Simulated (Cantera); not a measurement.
An isothermal, constant-pressure homogeneous reactor starts with C2H6 : N2 = 1 : 6.6 (molar parts), at 1523 K and 0.132 atm. Integrator tolerance rtol = 1e-08.

Computed with Cantera and GRI-Mech 3.0 (53 species, 325 reactions). GRI-Mech 3.0 stops at C3 and has no aromatics, soot or wall deposition, so with more carbon than oxygen in the feed, carbon stays in small species such as C2H2 where larger ones or solid carbon would form.

```tsv
quantity	before	after
x(C2H6) at 20.0 s	2.85e-7 (gas-phase equilibrium 6.80e-8)	6.15e-6 (gas-phase equilibrium 3.58e-6)
x(H2) at 20.0 s	0.201 (gas-phase equilibrium 0.206)	0.182 (gas-phase equilibrium 0.189)
x(CH2) at 20.0 s	1.60e-9 (gas-phase equilibrium 6.63e-10)	8.10e-10 (gas-phase equilibrium 6.08e-10)
x(C2H4) at 20.0 s	0.000616 (gas-phase equilibrium 0.000342)	0.00422 (gas-phase equilibrium 0.00237)
x(CH3) at 20.0 s	1.36e-5 (gas-phase equilibrium 5.53e-6)	1.83e-5 (gas-phase equilibrium 1.40e-5)
x(CH4) at 20.0 s	0.00489 (gas-phase equilibrium 0.00194)	0.0174 (gas-phase equilibrium 0.0135)
```

What was changed between the two runs?
(A) N2 6.6 to 2.4 parts
(B) pressure from 0.132 atm to 0.0263 atm
(C) pressure from 0.132 atm to 1.09 atm
(D) temperature 1523 to 1175 K

C, pressure from 0.132 atm to 1.09 atm
